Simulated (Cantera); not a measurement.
Charge: 1 mol SiHCl3, 0.78 mol NH3, 53 mol N2, equilibrated at 24.0 Pa.

Method: chemical equilibrium by Gibbs-energy minimisation in Cantera with the NASA 1993 tables (ideal gas, pure condensed phases). Candidate condensed phases: NH4Cl, Si, Si3N4; 28 gas species. Equilibrium is a limit: real reactors are often held back by kinetics, nucleation or transport.

### Question
Which condensed phases are stable at each of these points (T (K)): 1350, 1375, 1400, 1425, 1450, 1475, 1500, 1525, 1550, 1575, 1600?

### Answer
```tsv
T (K)	condensed phases	Si condensed (%)
1350	Si3N4(s)	44.9
1375	Si3N4(s)	36.9
1400	Si3N4(s)	28.9
1425	Si3N4(s)	21.2
1450	Si3N4(s)	13.9
1475	Si3N4(s)	7.0
1500	Si3N4(s)	0.7
1525	gas only	0.0
1550	gas only	0.0
1575	gas only	0.0
1600	gas only	0.0
```

From 1350 K to 1500 K the condensed part is Si3N4(s). From 1525 K to 1600 K nothing is condensed.
